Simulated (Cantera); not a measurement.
Feed: 1 mol Al, a varied amount of HCl, 31 mol H₂, at 13300 Pa.

Method: chemical equilibrium by Gibbs-energy minimisation in Cantera with the NASA 1993 tables (ideal gas, pure condensed phases). Candidate condensed phases: Al, AlCl₃; 12 gas species. The tables' values for AlCl₂ are old estimates. Equilibrium is a limit: real reactors are often held back by kinetics, nucleation or transport.

What condenses at these points (T in K, n(HCl) in mol): (898, 18); (898, 18); (698, 1.9); (748, 1.9); (1298, 18)?


```json
[
 {"T (K)": "898", "n(HCl) in mol": "18", "condensed phases": "gas only", "Al condensed (%)": "0.0"},
 {"T (K)": "898", "n(HCl) in mol": "18", "condensed phases": "gas only", "Al condensed (%)": "0.0"},
 {"T (K)": "698", "n(HCl) in mol": "1.9", "condensed phases": "Al", "Al condensed (%)": "36.7"},
 {"T (K)": "748", "n(HCl) in mol": "1.9", "condensed phases": "Al", "Al condensed (%)": "36.6"},
 {"T (K)": "1298", "n(HCl) in mol": "18", "condensed phases": "gas only", "Al condensed (%)": "0.0"}
]
```
